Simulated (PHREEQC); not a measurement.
0.14 g of hydrous ferric oxide (600 m²/g; 0.2 weak and 0.005 strong sites per Fe, Dzombak-Morel constants, diffuse double layer) in 1 kg of water with 0.3 mol/kgw of an inert sodium salt, at 25 °C; the pH is set by adding NaOH or the inert anion's acid. Oxygen alone is held at its pressure in air (log pO2 = -0.68). CO2 from the air is kept out. No solid was allowed to form.

Computed with PHREEQC (ion-association model, wateq4f.dat).

Question: Predict surface charge σ (C/m²), surface potential ψ (mV) at pH = 4.75, 7, 9.25.

Answer: 
| pH | surface charge σ (C/m²) | surface potential ψ (mV) |
|---|---|---|
| 4.75 | 0.296 | 115 |
| 7 | 0.066 | 46 |
| 9.25 | -0.068 | -48 |

Species that the database lacks are ignored.
